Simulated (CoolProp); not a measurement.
Values from CoolProp's reference Helmholtz-energy equation of state, Lemmon and Jacobsen 2000.

Problem. For R143a, give the phase and the density (kg/m³), isothermal compressibility (1/MPa), viscosity (µPa s), Prandtl number at 298.6 K and 4580 kPa; 436.8 K and 4580 kPa.

Solution. 
- 298.6 K and 4580 kPa: liquid; density 958, isothermal compressibility 0.00816, viscosity 119, Prandtl number 2.54
- 436.8 K and 4580 kPa: supercritical; density 133, isothermal compressibility 0.273, viscosity 19.5, Prandtl number 0.828

Viscosity comes from a separate model (Klein 1997), an estimate that may be off by 10 % or more. Thermal conductivity comes from a separate model (McLinden 2000), an estimate that may be off by 10 % or more.
